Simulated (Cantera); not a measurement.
Input: 1 mol Si₃H₈, 0.15 mol Cl₂, 8 mol N₂, 4.3 mol HCl, at 3.70 mbar.

Cantera equilibrium calculation (NASA polynomials, part measured and part estimated; ideal gas, pure solids and liquids). Candidate condensed phases: NH₄Cl, Si, Si₃N₄; 28 gas species. The feed counts by its element totals alone. N₂ is the only nitrogen source here; it is nearly inert below about 1500 K, so the nitride shown seldom forms there in practice. The numbers say what is thermodynamically allowed, not how fast it happens.

Task: What share of the Si ends up in condensed phases as a function of T (K), at 898, 998, 1098, 1198, 1298, 1398, 1498, 1598, 1698?

Result: 
| T (K) | Si condensed (%) | as |
|---|---|---|
| 898 | 95.3 | Si₃N₄(s) |
| 998 | 96.4 | Si₃N₄(s) |
| 1098 | 97.1 | Si₃N₄(s) |
| 1198 | 97.3 | Si₃N₄(s) |
| 1298 | 95.9 | Si₃N₄(s) |
| 1398 | 89.7 | Si₃N₄(s) |
| 1498 | 76.8 | Si₃N₄(s) |
| 1598 | 61.8 | Si₃N₄(s) |
| 1698 | 49.3 | Si₃N₄(s) |
